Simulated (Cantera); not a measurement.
Input: 1 mol borazine, a varied amount of O₂, held at 1850 K and 1.00 bar.

These are equilibrium values from Cantera (NASA tables, ideal gas, pure condensed phases), not measurements of a reactor. Candidate condensed phases: B, BN, B₂O₃, B₃O₃H₃, H₂O; 39 gas species. The feed counts by its element totals alone. Mutual solubility and eutectic melting of coexisting phases are not modelled. Rates play no part.

Question: What share of the B ends up in condensed phases as a function of n(O₂) (mol), at 0.5, 0.6, 0.73, 0.89, 1.1, 1.3, 1.6, 1.9, 2.4, 2.9, 3.5?

Answer: 
```
n(O₂) (mol)  B condensed (%)               as
-----------  ---------------  ---------------
0.5                     94.8  BN(s) + B₂O₃(l)
0.6                     94.7  BN(s) + B₂O₃(l)
0.73                    94.7  BN(s) + B₂O₃(l)
0.89                    94.6  BN(s) + B₂O₃(l)
1.1                     94.4  BN(s) + B₂O₃(l)
1.3                     94.3  BN(s) + B₂O₃(l)
1.6                     94.1  BN(s) + B₂O₃(l)
1.9                     93.9  BN(s) + B₂O₃(l)
2.4                     88.7          B₂O₃(l)
2.9                     76.6          B₂O₃(l)
3.5                     66.8          B₂O₃(l)
```
